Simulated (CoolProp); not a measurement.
Properties of R1336mzz(Z) along the isobar 36.5 bar.

Model: reference Helmholtz-energy equation of state, McLinden 2020, in CoolProp.

```json
[
 {"T (°C)": "75.85", "phase": "liquid", "density (kg/m³)": "1241", "Joule-Thomson coefficient (K/MPa)": "-0.1114", "isothermal compressibility (1/MPa)": "0.004622", "fugacity coefficient": "0.1085"},
 {"T (°C)": "88.35", "phase": "liquid", "density (kg/m³)": "1203", "Joule-Thomson coefficient (K/MPa)": "-0.04574", "isothermal compressibility (1/MPa)": "0.005699", "fugacity coefficient": "0.1450"},
 {"T (°C)": "100.95", "phase": "liquid", "density (kg/m³)": "1163", "Joule-Thomson coefficient (K/MPa)": "0.03975", "isothermal compressibility (1/MPa)": "0.007199", "fugacity coefficient": "0.1889"},
 {"T (°C)": "113.55", "phase": "liquid", "density (kg/m³)": "1120", "Joule-Thomson coefficient (K/MPa)": "0.1548", "isothermal compressibility (1/MPa)": "0.009372", "fugacity coefficient": "0.2397"},
 {"T (°C)": "126.15", "phase": "liquid", "density (kg/m³)": "1072", "Joule-Thomson coefficient (K/MPa)": "0.3179", "isothermal compressibility (1/MPa)": "0.01273", "fugacity coefficient": "0.2972"},
 {"T (°C)": "138.75", "phase": "liquid", "density (kg/m³)": "1018", "Joule-Thomson coefficient (K/MPa)": "0.5670", "isothermal compressibility (1/MPa)": "0.01842", "fugacity coefficient": "0.3605"},
 {"T (°C)": "151.35", "phase": "liquid", "density (kg/m³)": "953.4", "Joule-Thomson coefficient (K/MPa)": "0.9934", "isothermal compressibility (1/MPa)": "0.02965", "fugacity coefficient": "0.4285"},
 {"T (°C)": "163.95", "phase": "liquid", "density (kg/m³)": "870.1", "Joule-Thomson coefficient (K/MPa)": "1.886", "isothermal compressibility (1/MPa)": "0.05908", "fugacity coefficient": "0.4995"},
 {"T (°C)": "176.55", "phase": "supercritical", "density (kg/m³)": "734.2", "Joule-Thomson coefficient (K/MPa)": "4.821", "isothermal compressibility (1/MPa)": "0.2175", "fugacity coefficient": "0.5700"},
 {"T (°C)": "189.05", "phase": "supercritical", "density (kg/m³)": "404.1", "Joule-Thomson coefficient (K/MPa)": "14.94", "isothermal compressibility (1/MPa)": "1.131", "fugacity coefficient": "0.6295"},
 {"T (°C)": "201.65", "phase": "supercritical", "density (kg/m³)": "287.4", "Joule-Thomson coefficient (K/MPa)": "12.81", "isothermal compressibility (1/MPa)": "0.6289", "fugacity coefficient": "0.6706"},
 {"T (°C)": "214.25", "phase": "supercritical", "density (kg/m³)": "243.8", "Joule-Thomson coefficient (K/MPa)": "10.67", "isothermal compressibility (1/MPa)": "0.4966", "fugacity coefficient": "0.7037"},
 {"T (°C)": "226.85", "phase": "supercritical", "density (kg/m³)": "217.8", "Joule-Thomson coefficient (K/MPa)": "9.184", "isothermal compressibility (1/MPa)": "0.4356", "fugacity coefficient": "0.7320"}
]
```
